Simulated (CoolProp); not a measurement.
n-octane at several states: Z from the reference equation and from simpler models built on Tc = 295.6 °C, pc = 2.484 MPa, ω = 0.398; each cubic takes its own stable root.

Values from CoolProp's reference Helmholtz-energy equation of state, Beckmüller 2019.

```csv
T (°C),p (MPa),phase,reference
236.15,1.37,liquid,0.07658
343.95,0.385,gas,0.9571
56.45,1.54,liquid,0.09519
178.75,0.765,liquid,0.04170
314.45,0.0757,gas,0.9901
```

Question: How far does each simpler model (Redlich-Kwong, Peng-Robinson) lie from the reference over these 5 states: mean and median of the absolute difference, and the worst?

Answer: 
- Redlich-Kwong: mean 16.0 %, median 21.1 %, worst +32.7 % at 236.15 °C and 1.37 MPa
- Peng-Robinson: mean 2.8 %, median 3.0 %, worst +7.5 % at 236.15 °C and 1.37 MPa
